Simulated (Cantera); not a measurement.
Cantera run, input and output.

```python
import numpy as np
import cantera as ct

gas = ct.Solution("gri30.yaml", transport_model="multicomponent")
show = ['CH4', 'H', 'C2H2']

rows = []
print(f"{'T/K':>7s}{'rho':>11s}{'cp':>10s}{'mu':>11s}{'lambda':>11s}{'Pr':>7s}" + "".join(f"{'D_' + s:>11s}" for s in show))
for T in [400, 500, 600, 700, 800, 900, 1000]:
    gas.TPX = T, 10, {'N2O': 0.59, 'O2': 0.85}
    Pr = gas.cp_mass * gas.viscosity / gas.thermal_conductivity
    D = [gas.mix_diff_coeffs_mole[gas.species_index(s)] for s in show]
    rows.append([gas.density, gas.cp_mass, gas.viscosity, gas.thermal_conductivity, Pr, *D])
    print(f"{T:7g}{gas.density:11.4e}{gas.cp_mass:10.1f}{gas.viscosity:11.4e}"
          f"{gas.thermal_conductivity:11.4e}{Pr:7.3f}" + "".join(f"{d:11.4e}" for d in D))
print("SI units: kg/m3, J/kg/K, Pa s, W/m/K, m2/s")
```

It prints:

```
    T/K        rho        cp         mu     lambda     Pr      D_CH4        D_H     D_C2H2
    400 1.1101e-04     955.5 2.2587e-05 2.9809e-02  0.724 3.4048e-01 1.9315e+00 2.4980e-01
    500 8.8811e-05    1006.2 2.6894e-05 3.7265e-02  0.726 5.0537e-01 2.8680e+00 3.7356e-01
    600 7.4009e-05    1050.8 3.0820e-05 4.4536e-02  0.727 6.9413e-01 3.9403e+00 5.1572e-01
    700 6.3436e-05    1089.3 3.4458e-05 5.1575e-02  0.728 9.0505e-01 5.1386e+00 6.7489e-01
    800 5.5507e-05    1121.6 3.7871e-05 5.8338e-02  0.728 1.1368e+00 6.4553e+00 8.5002e-01
    900 4.9339e-05    1148.4 4.1100e-05 6.4807e-02  0.728 1.3884e+00 7.8846e+00 1.0402e+00
   1000 4.4406e-05    1170.5 4.4176e-05 7.1004e-02  0.728 1.6589e+00 9.4214e+00 1.2448e+00
SI units: kg/m3, J/kg/K, Pa s, W/m/K, m2/s
```

Model: GRI-Mech 3.0 (53 species, 325 reactions), integrated in Cantera.
